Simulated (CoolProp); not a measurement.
Vapour-liquid equilibrium of propylene (1) + R114 (2) at 0.61 MPa; x and y are mole fractions of (1).

The numbers come from the multi-fluid Helmholtz-energy mixture model, Lemmon 2013 and Platzer 1990; pair parameters Bell 2016 in CoolProp. This equation is an older, rougher fit; its heat capacities, sound speeds and derivatives of the liquid may be far off and weren't checked against measurements.

```tsv
x	bubble temperature, mixture model (K)	bubble temperature, Raoult's law (K)	y, mixture model	y, Raoult's law
0.05	328.1	328.9	0.183	0.190
0.2	310.3	313.8	0.549	0.548
0.35	298.1	302.5	0.732	0.738
0.5	290.0	293.8	0.829	0.848
0.65	284.3	286.8	0.889	0.916
0.8	279.9	281.0	0.937	0.961
0.95	275.9	276.1	0.983	0.992
```

The largest gap from Raoult's law is -4.4 K in bubble temperature, at x = 0.35. No azeotrope shows between x = 0.05 and 0.95.

The pair parameters rest on a limited set of measurements; away from them the model extrapolates.
